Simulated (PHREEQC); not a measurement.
Dissolve 2.3 mol/kgw LiCl at 25 °C. Closed to the air; pH follows from the charge balance.

Model: Pitzer model, pitzer.dat, run in PHREEQC.

This is a speciation only: nothing precipitates in the calculation.

### Question
Estimate the activity of water.

### Answer
activity of water 0.906.
